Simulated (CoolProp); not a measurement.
A single-stage vapour-compression cycle with propane: evaporating at 203.15 K (dew point), condensing at 233.15 K (bubble point), superheat 10 K, subcooling 0 K, compressor efficiency 0.7, no pressure losses. Each further row changes one setting.

The numbers come from the reference Helmholtz-energy equation of state, Lemmon 2009 in CoolProp.

```
case                              cooling COP  pressure ratio  discharge temperature (K)  refrigerating effect (kJ/kg)  volumetric capacity (kJ/m³)
--------------------------------  -----------  --------------  -------------------------  ----------------------------  ---------------------------
as stated                                4.21            4.55                      280.4                           400                          246
evaporating temperature 208.15 K         5.27            3.42                      273.0                           407                          326
condensing temperature 228.15 K          5.14            3.65                      270.5                           412                          253
subcooling 5 K                           4.33            4.55                      280.4                           412                          253
superheat 20 K                           4.16            4.55                      291.3                           414                          242
compressor efficiency 0.6                3.61            4.55                      290.1                           400                          246
```
